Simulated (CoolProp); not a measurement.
Vapour-liquid equilibrium of isopentane (1) + toluene (2) at 275.1 K; x and y are mole fractions of (1).

Model: multi-fluid Helmholtz-energy mixture model, Lemmon 2006 and Lemmon 2006; pair parameters Bell 2016, in CoolProp.

```
x      bubble pressure, mixture model (MPa)  bubble pressure, Raoult's law (MPa)  y, mixture model  y, Raoult's law
-----  ------------------------------------  -----------------------------------  ----------------  ---------------
0.05                               0.003762                             0.002851             0.741            0.659
0.125                              0.007884                             0.005591             0.885            0.840
0.2                                 0.01183                             0.008331             0.930            0.902
0.275                               0.01545                              0.01107             0.951            0.933
0.35                                0.01867                              0.01381             0.962            0.952
0.425                               0.02148                              0.01655             0.970            0.964
0.5                                 0.02391                              0.01929             0.976            0.973
0.575                               0.02605                              0.02203             0.980            0.980
0.65                                0.02797                              0.02477             0.983            0.986
0.725                               0.02981                              0.02751             0.986            0.990
0.8                                 0.03165                              0.03025             0.989            0.993
0.875                               0.03363                              0.03299             0.993            0.996
0.95                                0.03586                              0.03573             0.997            0.999
```

The largest gap from Raoult's law is +42.0 % in bubble pressure, at x = 0.2. No azeotrope shows between x = 0.05 and 0.95.

Pair parameters are fitted to limited data, so mixtures are less certain than the pure fluids.
